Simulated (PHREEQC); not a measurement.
1 kg of water holding 0.036 mol NaCl and 0.0054 mol KCl is evaporated at 30 °C; the solids stay in contact with the brine. No CO2 enters from the air. Solids allowed: Halite, Sylvite. Others were left out.

The numbers come from PHREEQC with the Pitzer model, pitzer.dat.

| water left (kg) | ionic strength | water activity | Halite (mol) | K in solution (mol/kgw) | Cl in solution (mol/kgw) | Na in solution (mol/kgw) |
|---|---|---|---|---|---|---|
| 1 | 0.0414 | 0.999 | 0 | 0.00540 | 0.0414 | 0.0360 |
| 0.8219 | 0.0504 | 0.998 | 0 | 0.00657 | 0.0504 | 0.0438 |
| 0.6755 | 0.0613 | 0.998 | 0 | 0.00799 | 0.0613 | 0.0533 |
| 0.5552 | 0.0746 | 0.997 | 0 | 0.00973 | 0.0746 | 0.0648 |
| 0.4563 | 0.0907 | 0.997 | 0 | 0.0118 | 0.0907 | 0.0789 |
| 0.375 | 0.110 | 0.996 | 0 | 0.0144 | 0.110 | 0.0960 |
| 0.3082 | 0.134 | 0.996 | 0 | 0.0175 | 0.134 | 0.117 |
| 0.2082 | 0.199 | 0.993 | 0 | 0.0259 | 0.199 | 0.173 |
| 0.1711 | 0.242 | ___ | 0 | 0.0316 | 0.242 | 0.210 |
| 0.1407 | 0.294 | 0.990 | 0 | 0.0384 | 0.294 | 0.256 |
| 0.1156 | 0.358 | 0.988 | 0 | 0.0467 | 0.358 | 0.311 |
| 0.09502 | 0.436 | 0.986 | 0 | 0.0568 | 0.436 | 0.379 |
| 0.07809 | 0.530 | 0.983 | 0 | 0.0692 | 0.530 | 0.461 |
| 0.06418 | 0.645 | ___ | 0 | 0.0841 | 0.645 | 0.561 |
| 0.05275 | 0.785 | ___ | 0 | 0.102 | 0.785 | 0.682 |
| 0.04335 | 0.955 | 0.968 | 0 | 0.125 | 0.955 | 0.830 |
| 0.03564 | 1.16 | ___ | 0 | 0.152 | 1.16 | 1.01 |
| 0.0293 | 1.41 | 0.953 | 0 | 0.184 | 1.41 | 1.23 |
| 0.02407 | 1.72 | 0.942 | 0 | 0.224 | 1.72 | 1.50 |
| 0.01627 | 2.54 | 0.912 | 0 | 0.332 | 2.54 | 2.21 |
| 0.01337 | 3.10 | ___ | 0 | 0.404 | 3.10 | 2.69 |
| 0.01099 | 3.77 | 0.864 | 0 | 0.491 | 3.77 | 3.27 |
| 0.00903 | 4.58 | 0.830 | 0 | 0.598 | 4.58 | 3.99 |
| 0.007426 | 5.57 | 0.786 | 0 | 0.727 | 5.57 | 4.85 |
| 0.006093 | 6.59 | ___ | 0.00122 | 0.886 | 6.59 | 5.71 |
| 0.005012 | 6.69 | 0.737 | 0.00786 | 1.08 | 6.69 | 5.61 |

### Question
Fill in the missing entries.

### Answer

- 0.1711, water activity: 0.992
- 0.06418, water activity: 0.979
- 0.05275, water activity: 0.974
- 0.03564, water activity: 0.962
- 0.01337, water activity: 0.891
- 0.006093, water activity: 0.740

Complexes and solids missing from the database can't appear.
